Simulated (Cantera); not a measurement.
Input (Python, Cantera) and output of one run.

```python
import numpy as np
import cantera as ct

gas_names = [...]  # 118 gases of nasa_gas.yaml made of C, Cl, F, H
cond_names = """
    C(gr) C6H6(L) C7H8(L) C8H18(L),n-octa
""".split()


# ... load() reads the species with a 1 bar reference pressure and builds the phases ...
atoms = {
    'CH3Cl': {'C': 1, 'H': 3, 'CL': 1},
    'F2': {'F': 2},
}
top_T = {'C(gr)': 4500}  # K; cautious upper limits of use, not melting points


# ... equilibrate(T, P, feed) seeds the gas with the atoms and calls Mixture.equilibrate('TP', solver="vcs", rtol=1e-11, max_steps=5000) ...
results = []
feed = {'CH3Cl': 1, 'F2': 0.019}  # mol
T = 2723  # K
P = 78  # Pa
mix = equilibrate(T, P, feed)
results.append((T, P, feed, dict(zip(mix.species_names, mix.species_moles))))
x = sorted(zip(gas.X, gas.species_names), reverse=True)
print(f"T = {T:g} K  P = {P:g} Pa  gas = {mix.phase_moles(0):.4g} mol")
print("   x: " + "  ".join(f"{s} {v:.3e}" for v, s in x if v > 0.0001))
print("   condensed (mol): " + ("  ".join(f"{mix.phase(i).name} {mix.phase_moles(i):.4g}"
      for i in range(1, mix.n_phases) if mix.phase_moles(i) > 1e-12) or "none"))
```

Result:

```
T = 2723 K  P = 78 Pa  gas = 3.637 mol
   x: H 6.138e-01  CL 2.330e-01  H2 7.661e-02  HCL 4.190e-02  C3 1.527e-02  HF 1.014e-02  C 3.553e-03  C2H2,acetylene 1.961e-03  C2H 1.738e-03  C2 1.468e-03  F 2.894e-04  C5 1.109e-04
   condensed (mol): C(gr) 0.78
```

Method: chemical equilibrium by Gibbs-energy minimisation in Cantera with the NASA 1993 tables (ideal gas, pure condensed phases).
